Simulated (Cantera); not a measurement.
Roasting and sulfation: FeS2 + H2S + N2 + SO2

A closed system holds: 1 mol FeS2, 1.8 mol H2S, 0.55 mol N2, a varied amount of SO2, equilibrated at 1327 °C and 100 Torr.

Cantera equilibrium calculation (NASA polynomials, part measured and part estimated; ideal gas, pure solids and liquids). Candidate condensed phases: Fe, FeO, Fe(OH)2, Fe(OH)3, FeS, FeSO4, FeS2, Fe2O3, Fe2(SO4)3, Fe3O4, H2O, H2SO4, S; 38 gas species. FeS: taken at fixed stoichiometry. The numbers say what is thermodynamically allowed, not how fast it happens.

| n(SO2) (mol) | log p S2 | log p H2 | log p H2O | log p N2 | log p H2S | log p SO2 | n FeS(l) |
|---|---|---|---|---|---|---|---|
| 0.093 | -1.36 | -1.39 | -2.16 | -1.68 | -1.70 | -4.59 | 1.000 |
| 0.11 | -1.35 | -1.40 | -2.09 | -1.68 | -1.71 | -4.42 | 1.000 |
| 0.14 | -1.35 | -1.42 | -1.99 | -1.69 | -1.73 | -4.18 | 1.000 |
| 0.17 | -1.34 | -1.44 | -1.91 | -1.69 | -1.75 | -3.98 | 1.000 |
| 0.21 | -1.34 | -1.47 | -1.83 | -1.69 | -1.77 | -3.75 | 1.000 |
| 0.26 | -1.33 | -1.51 | -1.74 | -1.70 | -1.81 | -3.51 | 1.000 |
| 0.32 | -1.32 | -1.55 | -1.67 | -1.71 | -1.85 | -3.26 | 1.000 |
| 0.39 | -1.31 | -1.60 | -1.60 | -1.71 | -1.89 | -3.02 | 1.000 |
| 0.48 | -1.31 | -1.67 | -1.54 | -1.72 | -1.96 | -2.76 | 1.000 |
| 0.59 | -1.30 | -1.74 | -1.48 | -1.73 | -2.03 | -2.50 | 1.000 |
| 0.72 | -1.30 | -1.82 | -1.45 | -1.75 | -2.11 | -2.28 | 1.000 |
| 0.88 | -1.31 | -1.90 | -1.43 | -1.76 | -2.19 | -2.07 | 1.000 |
| 1.1 | -1.32 | -1.99 | -1.42 | -1.78 | -2.29 | -1.88 | 1.000 |
log p: log10 of the partial pressure in bar; n: condensed amount in mol.

From 0.093 mol SO2 to 1.1 mol SO2 the condensed part is FeS(l). The main Fe-bearing gas is Fe at 0.093 mol SO2 and Fe(OH)2 at 1.1 mol SO2.
